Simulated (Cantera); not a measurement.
Feed: 1 mol SiH₂Cl₂, 0.91 mol NH₃, 5.4 mol N₂, held at 41.0 mbar.

These are equilibrium values from Cantera (NASA tables, ideal gas, pure condensed phases), not measurements of a reactor. Candidate condensed phases: NH₄Cl, Si, Si₃N₄; 28 gas species. The tables' values for SiCl₃, SiCl, SiN are old estimates; treat these amounts as uncertain. Gases not in the tables: Si₂H₆ and higher silanes. Rates play no part.

x: gas mole fraction; n: condensed amount in mol.

| T (K) | x N₂ | x H₂ | x HCl | x SiCl₂ | n Si₃N₄(s) | n Si(l) |
|---|---|---|---|---|---|---|
| 998 | 0.613 | 0.176 | 0.203 | 2.79e-7 | 0.311 | 0 |
| 1098 | 0.612 | 0.173 | 0.208 | 5.52e-6 | 0.315 | 0 |
| 1198 | 0.611 | 0.171 | 0.212 | 6.49e-5 | 0.317 | 0 |
| 1298 | 0.611 | 0.170 | 0.214 | 0.000507 | 0.318 | 0 |
| 1398 | 0.611 | 0.171 | 0.210 | 0.00277 | 0.312 | 0 |
| 1498 | 0.612 | 0.177 | 0.196 | 0.0104 | 0.291 | 0 |
| 1598 | 0.616 | 0.188 | 0.167 | 0.0258 | ___ | 0 |
| 1698 | 0.620 | 0.203 | 0.129 | 0.0449 | ___ | 0 |
| 1798 | 0.623 | 0.217 | 0.0951 | 0.0621 | ___ | 0 |
| 1898 | 0.634 | 0.218 | 0.0746 | 0.0694 | ___ | 0.344 |

Question: Fill in the missing entries.

Answer: 
- 1598, n Si₃N₄(s): 0.248
- 1698, n Si₃N₄(s): 0.194
- 1798, n Si₃N₄(s): 0.144
- 1898, n Si₃N₄(s): 0
